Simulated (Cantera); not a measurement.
**Ignition delay**

Mixture: 2.83 % CH4, 0.153 % C2H6, 0.707 % C3H8, 20.2 % O2, 76.1 % N2, equivalence ratio 0.48, at 32.0 bar, adiabatic and at constant pressure. Ignition delay is the time to a rise of 400 K.

Cantera simulation using GRI-Mech 3.0 (53 species, 325 reactions); the numbers are that mechanism's predictions, not measurements. GRI-Mech 3.0 was tuned for natural gas; its chemistry of propane as a main component is partial and can be far from experiment. The pressure lies above the range GRI-Mech 3.0 was tuned for (to about 10 atm).

| T0 (K) | delay (ms) |
|---|---|
| 1150 | 1.10 |
| 1225 | 0.395 |
| 1300 | 0.150 |
| 1375 | 0.0615 |
| 1450 | 0.0272 |
| 1525 | 0.0131 |

| Property | Value |
|---|---|
| apparent activation energy between 1375 and 1525 K | 180 kJ/mol |
